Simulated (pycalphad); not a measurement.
All values are pycalphad results on the COST 507 light-alloy database (1999) (1 atm), not direct measurements. These are 1990s assessments: newer ones move some temperatures and phases. Phase fractions are per mole of atoms.

**Question.** Give the equilibrium state of Si-91.71Zr (wt.%) at 827 °C.

**Answer.** 
```
T = 1100.00 K, P = 101325 Pa, N = 1 mol of atoms
G = -103553 J/mol, H = -32301 J/mol, S = 64.77 J/(mol K)  (SER reference)
chemical potentials (J/mol): Si -248436, Zr -61006
phase             fraction      x(Si)      x(Zr)
SIZR3               0.9080     0.2500     0.7500
HCP_A3              0.0920      1e-14     1.0000
```

**Question.** Give the equilibrium state of Si-91.71Zr (wt.%) at 1527 °C.

**Answer.** SIZR3, fraction 0.908, with 90.7 Zr wt.%; bcc, fraction 0.092, with >99.99 Zr wt.%.

Database names, with the compositions (at.%) that they take in these runs: SIZR3: Zr 75 Si 25. HCP_A3 is hcp.
